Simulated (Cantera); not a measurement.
A Cantera script and its output.

```python
import numpy as np
import cantera as ct

surf = ct.Interface("diamond.yaml", "diamond_100")
gas, bulk = surf.adjacent["gas"], surf.adjacent["diamond"]
k = surf.kinetics_species_index(bulk.species_names[0])
cover = ["c6HH", "c6H*", "c6*H", "c6**", "c6HM", "c6B"]

rows, drift = [], 0.0
print(f"{'xH':>10s}{'um/h':>11s}" + "".join(f"{s:>11s}" for s in cover))
for v in [0.0001, 0.00022, 0.0005, 0.0011, 0.0025, 0.0056, 0.012, 0.028, 0.062]:
    T, P, xH, xCH3 = 1248, 28000, v, 0.00088
    gas.TPX = T, P, {"H": xH, "CH3": xCH3, "CH4": 0.029, "H2": 1 - xH - xCH3 - 0.029}
    surf.TP = bulk.TP = T, P
    surf.coverages = "c6H*:0.1, c6HH:0.9"
    surf.advance_coverages(100.0)
    before = surf.coverages
    surf.advance_coverages(100.0)
    drift = max(drift, np.max(np.abs(surf.coverages - before) / (surf.coverages + 1e-9)))
    rate = surf.net_production_rates[k] * bulk.mean_molecular_weight / bulk.density * 3.6e9
    rows.append([rate, *surf[cover].coverages])
    print(f"{v:10.4g}{rate:11.4e}" + "".join(f"{x:11.3e}" for x in rows[-1][1:]))
```

Output:

```
        xH       um/h       c6HH       c6H*       c6*H       c6**       c6HM        c6B
    0.0001 4.0198e+00  6.142e-01  2.744e-02  3.209e-01  3.402e-03  1.407e-02  1.091e-08
   0.00022 1.0827e+01  5.186e-01  3.393e-02  3.967e-01  7.815e-03  1.837e-02  2.938e-08
    0.0005 2.5629e+01  4.550e-01  3.804e-02  4.446e-01  1.489e-02  2.182e-02  6.955e-08
    0.0011 5.1836e+01  4.222e-01  4.012e-02  4.685e-01  2.255e-02  2.313e-02  1.407e-07
    0.0025 9.6168e+01  4.066e-01  4.139e-02  4.823e-01  2.922e-02  2.126e-02  2.610e-07
    0.0056 1.5441e+02  4.019e-01  4.241e-02  4.919e-01  3.365e-02  1.638e-02  4.190e-07
     0.012 2.1048e+02  4.019e-01  4.342e-02  4.989e-01  3.623e-02  1.081e-02  5.712e-07
     0.028 2.5874e+02  4.031e-01  4.485e-02  5.036e-01  3.801e-02  5.812e-03  7.021e-07
     0.062 2.8805e+02  4.039e-01  4.708e-02  5.045e-01  3.927e-02  2.948e-03  7.816e-07
```

Cantera simulation using the Harris–Goodwin 1993 mechanism for the reconstructed diamond (100) surface; the numbers are that mechanism's predictions, not measurements.
